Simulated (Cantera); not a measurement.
A perfectly stirred reactor is fed with CH₄ : CO : O₂ : N₂ : H₂O = 1 : 0.22 : 4.49 : 16.9 : 1.3 (molar parts), at 1000000 Pa; it is adiabatic with a 700 K inlet, and is followed from long to short residence time, starting on the burning branch (τ in s: 0.025, 0.0099, 0.0039, 0.0015, 0.00061, 0.00024, 9.5e-05, 3.7e-05, 1.5e-05, 5.8e-06).

Detailed kinetics in Cantera: GRI-Mech 3.0 (53 species, 325 reactions).

Task: What does this change do: inlet temperature 700 to 800 K?

Result: 
```csv
quantity,before,after
"blow-out, bracketed by the residence times tried","burning at 0.610 ms, out at 0.240 ms","burning at 0.240 ms, out at 95.0 µs"
x(CH₄) at τ = 25.0 ms,1.68e-5,1.04e-5
x(CO) at τ = 25.0 ms,0.000222,0.000159
x(O₂) at τ = 25.0 ms,0.100,0.1000
x(CH₃) at τ = 25.0 ms,2.74e-6,2.01e-6
x(CH₂O) at τ = 25.0 ms,1.63e-6,1.06e-6
x(CH₄) at τ = 0.240 ms,0.0418,0.000490
x(CO) at τ = 0.240 ms,0.00920,0.00709
x(O₂) at τ = 0.240 ms,0.188,0.104
x(CH₃) at τ = 0.240 ms,<1e-12,7.62e-5
x(CH₂O) at τ = 0.240 ms,<1e-12,5.64e-5
```
